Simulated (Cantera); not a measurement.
Feed: 1 mol CH3SiH3, 7.4 mol H2, at 3.90 mbar.

Equilibrium computed with Cantera from the NASA thermochemical tables; the gas is ideal and each condensed phase is pure. Candidate condensed phases: C, C6H6, C7H8, C8H18, Si, SiC; 87 gas species. The feed counts by its element totals alone. Equilibrium is a limit: real reactors are often held back by kinetics, nucleation or transport. All values below are at 1025 K.

Base state: H2 1.00 (mole fractions); condensed: SiC(s).

What changes in the equilibrium state with this change: CH3SiH3 replaced by (CH3)2SiCl2?


```tsv
species	before	after
H2	1.00	0.835
HCl	0	0.161
SiCl4	0	0.00368
SiHCl3	0	0.000164
SiCl3	0	6.85e-5
SiCl2	0	2.66e-5
SiC(s), mol	1.000	0.955
C(graphite), mol	0	1.04
```
The tables' values for SiCl3 are old estimates; treat these amounts as uncertain.
